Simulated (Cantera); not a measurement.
Feed: 1 mol CH4, 0.75 mol O2, 63 mol H2, equilibrated at 1248 K and 1800000 Pa.

These are equilibrium values from Cantera (NASA tables, ideal gas, pure condensed phases), not measurements of a reactor. Kinetics and transport are ignored.

| species | before | after |
|---|---|---|
| H2 | 0.966 | 0.954 |
| CH4 | 0.0112 | 0.0232 |
| H2O | 0.0189 | 0.0155 |
| CO | 0.00423 | 0.00746 |
| CO2 | 5.32e-5 | 7.77e-5 |
Gas species are given as mole fractions.

Q: What was changed between the two runs?
A) CH4 replaced by C2H6
B) O2 from 0.75 to 0.16 mol
C) O2 from 0.75 to 0.031 mol
D) temperature from 1248 K to 500 K

A: A, CH4 replaced by C2H6
